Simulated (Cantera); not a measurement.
**Premixed flame**

A freely propagating, adiabatic, planar premixed flame of 35.9 % H2, 12.8 % O2, 51.3 % N2, unburnt at 300 K and 1.40 bar; mixture-averaged transport, grid criteria slope 0.08 and curve 0.16, no radiation.

Detailed kinetics in Cantera: the H2/O2 subset of GRI-Mech 3.0, which has no nitrogen chemistry. Burning velocities carry a grid error of a few per cent, more on coarse grids.

| z (mm) | T (K) | u (m/s) | x H2 | x O2 | x HO2 | x O | x OH | x H2O2 |
|---|---|---|---|---|---|---|---|---|
| -0.628 | 300 | 2.88 | 0.359 | 0.128 | <1e-8 | <1e-8 | <1e-8 | <1e-8 |
| -0.419 | 300 | 2.88 | 0.359 | 0.128 | <1e-8 | <1e-8 | <1e-8 | <1e-8 |
| -0.314 | 300 | 2.88 | 0.359 | 0.128 | <1e-8 | <1e-8 | <1e-8 | <1e-8 |
| -0.209 | 300 | 2.88 | 0.359 | 0.128 | 4.42e-8 | <1e-8 | <1e-8 | <1e-8 |
| -0.105 | 314 | 3.00 | 0.353 | 0.129 | 3.25e-5 | 6.36e-7 | 3.65e-6 | 4.83e-6 |
| -0.0524 | 535 | 4.95 | 0.322 | 0.127 | 0.000572 | 7.78e-5 | 0.000872 | 0.000135 |
| 0 | 998 | 8.92 | 0.253 | 0.105 | 0.000181 | 0.00128 | 0.00148 | 4.49e-5 |
| 0.0524 | 1346 | 11.9 | 0.171 | 0.0593 | 7.88e-5 | 0.00447 | 0.00378 | 4.50e-6 |
| 0.105 | 1544 | 13.5 | 0.120 | 0.0244 | 3.04e-5 | 0.00516 | 0.00621 | 2.37e-6 |
| 0.209 | 1716 | 14.9 | 0.0988 | 0.00641 | 7.42e-6 | 0.00397 | 0.00817 | 1.26e-6 |
| 0.419 | 1862 | 16.0 | 0.101 | 0.00327 | 3.53e-6 | 0.00275 | 0.00855 | 6.28e-7 |
| 0.838 | 1990 | 17.0 | 0.105 | 0.00187 | 1.94e-6 | 0.00160 | 0.00767 | 3.13e-7 |
| 1.68 | 2089 | 17.7 | 0.108 | 0.000913 | 9.76e-7 | 0.000790 | 0.00602 | 1.63e-7 |
x: mole fraction of selected species; z is measured from the peak of heat release.

```yaml
laminar_burning_velocity: 288 cm/s
thermal_thickness: 0.209 mm
peak x(HO2): 0.000612
peak x(O): 0.00524
peak x(OH): 0.00859
peak x(H2O2): 0.000142
```
